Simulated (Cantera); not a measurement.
Feed: 1 mol B, 1.3 mol N2, at 2125 °C and 12.0 mbar.

Method: chemical equilibrium by Gibbs-energy minimisation in Cantera with the NASA 1993 tables (ideal gas, pure condensed phases). Candidate condensed phases: B, BN; 5 gas species. Kinetics and transport are ignored.

Base state: N2 0.997, B 0.00260, BN 0.000131 (mole fractions); condensed: B(l).

### Question
What changes in the equilibrium state with this change: B replaced by BF3?

### Answer
| species | before | after |
|---|---|---|
| N2 | 0.997 | 0.559 |
| BF3 | 0 | 0.418 |
| F | 0 | 0.0116 |
| BF2 | 0 | 0.0114 |
| B | 0.00260 | <1e-9 |
| BN | 0.000131 | <1e-9 |
| B(l), mol | 0.996 | 0 |
The tables' values for BF2 are old estimates; treat these amounts as uncertain.
